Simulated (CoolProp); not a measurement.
Saturation properties of hydrogen chloride (Tc = 51.5 °C, pc = 8314 kPa, ω = 0.130).

Model: reference Helmholtz-energy equation of state, Thol 2018, in CoolProp.

```csv
T (°C),p (kPa),vapour density (kg/m³),enthalpy of vaporisation (kJ/kg),liquid cp (kJ/(kg K))
-38.05,820.6,17.37,383.9,1.751
-33.15,971.2,20.45,376.1,1.772
-28.15,1145,24.04,367.8,1.796
-23.15,1341,28.13,359.1,1.824
-18.15,1561,32.78,349.9,1.856
-13.15,1807,38.06,340.2,1.894
-8.25,2075,43.94,330.1,1.938
-3.25,2376,50.77,319.1,1.992
```

It boils at -85.0 °C under 1 atm.
